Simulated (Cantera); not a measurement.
Cantera run:

```python
import numpy as np
import cantera as ct

gas_names = [...]  # 110 gases of nasa_gas.yaml made of C, H, O
cond_names = """
    C(gr) C6H6(L) C7H8(L) C8H18(L),n-octa H2O(s) H2O(L)
""".split()


# ... load() reads the species with a 1 bar reference pressure and builds the phases ...
atoms = {
    'C2H4': {'C': 2, 'H': 4},
    'CO2': {'C': 1, 'O': 2},
}
top_T = {'C(gr)': 4500}  # K; cautious upper limits of use, not melting points


# ... equilibrate(T, P, feed) seeds the gas with the atoms and calls Mixture.equilibrate('TP', solver="vcs", rtol=1e-11, max_steps=5000) ...
results = []
feed = {'C2H4': 1, 'CO2': 2.6}  # mol
T = 2250  # K
P = 460  # Pa
mix = equilibrate(T, P, feed)
results.append((T, P, feed, dict(zip(mix.species_names, mix.species_moles))))
x = sorted(zip(gas.X, gas.species_names), reverse=True)
print(f"T = {T:g} K  P = {P:g} Pa  gas = {mix.phase_moles(0):.4g} mol")
print("   x: " + "  ".join(f"{s} {v:.3e}" for v, s in x if v > 0.0001))
print("   condensed (mol): " + ("  ".join(f"{mix.phase(i).name} {mix.phase_moles(i):.4g}"
      for i in range(1, mix.n_phases) if mix.phase_moles(i) > 1e-12) or "none"))
```

Result:

```
T = 2250 K  P = 460 Pa  gas = 6.781 mol
   x: CO 6.476e-01  H2 2.134e-01  H2O 5.530e-02  H 5.058e-02  CO2 3.082e-02  OH 1.969e-03  O 3.219e-04
   condensed (mol): none
```

Method: chemical equilibrium by Gibbs-energy minimisation in Cantera with the NASA 1993 tables (ideal gas, pure condensed phases).
